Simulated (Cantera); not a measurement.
Input (Python, Cantera):

```python
import numpy as np
import cantera as ct

gas = ct.Solution("gri30.yaml")
gas.TPX = 925, 890000, {'CH4': 0.0022, 'O2': 0.0046, 'N2': 1}
reactor = ct.IdealGasConstPressureReactor(gas, energy="off", clone=False)
net = ct.ReactorNet([reactor])
net.rtol, net.atol = 1e-08, 1e-18
show = ['CH4', 'O2', 'CH2CO', 'CO', 'O', 'CH3']
times = np.geomspace(0.001, 80, 14)

steps = ct.SolutionArray(gas, extra=["t"])
rows = []
print(f"{'t/s':>10s}{'T/K':>9s}{'P/Pa':>11s}" + "".join(f"{s:>11s}" for s in show))
for t in times:
    while net.time < t:
        t_next = net.step()
        steps.append(gas.state, t=t_next)
    rows.append([np.interp(t, steps.t, y) for y in (steps.T, steps.P, *steps(*show).X.T)])
    print(f"{t:10.3e}{rows[-1][0]:9.1f}{rows[-1][1]:11.4g}" + "".join(f"{x:11.3e}" for x in rows[-1][2:]))
rate = np.gradient(steps.T, steps.t)
print("integrator steps:", len(steps.t))
if steps.T.max() > steps.T[0] + 200:
    print(f"time of steepest temperature rise: {steps.t[rate.argmax()]:.4e} s")
gas.TPX = 925, 890000, {'CH4': 0.0022, 'O2': 0.0046, 'N2': 1}
gas.equilibrate("TP")
print(f"equilibrium (TP): T = {gas.T:.1f} K  " + "  ".join(f"{s} {gas[s].X[0]:.3e}" for s in show))
```

Result:

```
       t/s      T/K       P/Pa        CH4         O2      CH2CO         CO          O        CH3
 1.000e-03    925.0    8.9e+05  2.185e-03  4.569e-03  2.119e-30  3.036e-19  8.977e-17  4.599e-12
 2.383e-03    925.0    8.9e+05  2.185e-03  4.569e-03  1.772e-28  4.116e-18  2.144e-16  1.102e-11
 5.680e-03    925.0    8.9e+05  2.185e-03  4.569e-03  1.345e-26  5.575e-17  5.176e-16  2.662e-11
 1.354e-02    925.0    8.9e+05  2.185e-03  4.569e-03  1.111e-24  7.728e-16  1.283e-15  6.596e-11
 3.226e-02    925.0    8.9e+05  2.185e-03  4.569e-03  1.056e-22  1.126e-14  3.397e-15  1.744e-10
 7.688e-02    925.0    8.9e+05  2.185e-03  4.569e-03  1.331e-20  1.846e-13  1.008e-14  5.139e-10
 1.832e-01    925.0    8.9e+05  2.185e-03  4.569e-03  2.085e-18  3.679e-12  3.075e-14  1.528e-09
 4.366e-01    925.0    8.9e+05  2.185e-03  4.569e-03  1.606e-16  7.151e-11  5.949e-14  2.817e-09
 1.041e+00    925.0    8.9e+05  2.185e-03  4.569e-03  3.315e-15  8.498e-10  7.406e-14  3.332e-09
 2.480e+00    925.0    8.9e+05  2.185e-03  4.569e-03  4.596e-14  7.647e-09  1.021e-13  4.121e-09
 5.910e+00    925.0    8.9e+05  2.184e-03  4.568e-03  1.031e-12  7.990e-08  2.179e-13  6.416e-09
 1.409e+01    925.0    8.9e+05  2.164e-03  4.550e-03  3.832e-10  4.086e-06  4.702e-12  2.840e-08
 3.357e+01    925.0    8.9e+05  1.190e-05  5.948e-04  5.101e-08  7.204e-04  2.457e-10  1.398e-09
 8.000e+01    925.0    8.9e+05  8.492e-07  3.745e-04  5.979e-10  3.445e-04  1.044e-10  9.808e-11
integrator steps: 1877
equilibrium (TP): T = 925.0 K  CH4 6.587e-46  O2 1.984e-04  CH2CO 1.843e-54  CO 2.022e-13  O 6.367e-14  CH3 1.046e-48
```

Detailed kinetics in Cantera: GRI-Mech 3.0 (53 species, 325 reactions). Below about 1000 K GRI-Mech 3.0 lacks low-temperature oxidation paths.
